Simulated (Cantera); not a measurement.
A closed system holds: 1 mol PbO, 0.52 mol CH4, 0.16 mol H2, equilibrated at 1073 K and 75.0 Torr.

Method: chemical equilibrium by Gibbs-energy minimisation in Cantera with the NASA 1993 tables (ideal gas, pure condensed phases). Candidate condensed phases: C, C6H6, C7H8, C8H18, H2O, Pb, PbO, PbO2, Pb3O4; 113 gas species. Rates play no part.

Base state: H2 0.506, CO 0.214, H2O 0.191, CO2 0.0877, Pb 0.000731 (mole fractions); condensed: Pb(l).

What changes in the equilibrium state with this change: PbO replaced by Cu2O?


| species | before | after |
|---|---|---|
| H2 | 0.506 | 0.506 |
| CO | 0.214 | 0.215 |
| H2O | 0.191 | 0.191 |
| Pb | 0.000731 | 0 |
| CO2 | 0.0877 | 0.0878 |
| Pb(l), mol | 0.999 | 0 |
| Cu(s), mol | 0 | 2.00 |
Further candidate phases: Cu, CuO, Cu(OH)2, Cu2O.

What changes in the equilibrium state with this change: temperature from 1073 K to 1598.15 K?


| species | before | after |
|---|---|---|
| Pb | 0.000731 | 0.367 |
| H2 | 0.506 | 0.293 |
| CO | 0.214 | 0.163 |
| CO2 | 0.0877 | 0.0277 |
| H2O | 0.191 | 0.149 |
| PbO | 2.08e-9 | 0.000131 |
| Pb2 | 6.34e-9 | 0.000170 |
| H | 3.15e-8 | 9.12e-5 |
| Pb(l), mol | 0.999 | 0 |
